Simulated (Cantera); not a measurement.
**Equilibrium for nitride etching: BN + H2O + H2**

Input: 1 mol BN, a varied amount of H2O, 7.4 mol H2, equilibrated at 720 Torr.

Cantera equilibrium calculation (NASA polynomials, part measured and part estimated; ideal gas, pure solids and liquids). Candidate condensed phases: B, BN, B2O3, B3O3H3, H2O; 39 gas species. Gases not in the tables: H3BO3. Kinetics and transport are ignored.

Stable condensed phases:

```
T in °C \ n(H2O) in mol
         2.8 4.2 5.5 6.8 8.2 9.5  11  12  14  15  16  18  19
   1352    A   A   A   A   A   A   A   B   B   B   B   B   B
   1252    A   A   A   A   A   A   A   A   A   A   A   A   A
   1152    A   A   A   A   A   A   A   A   A   A   A   A   A
   1052    A   A   A   A   A   A   A   A   A   A   A   A   A
    952    A   A   A   A   A   A   A   A   A   A   A   A   A
    852    A   A   A   A   A   A   A   A   A   A   A   A   A
    752    A   A   A   A   A   A   A   A   A   A   A   A   A
    652    A   A   A   A   A   A   A   A   B   B   B   B   B
    552    A   A   A   A   A   B   B   B   B   B   B   B   B
```

A: B2O3; B: gas only.
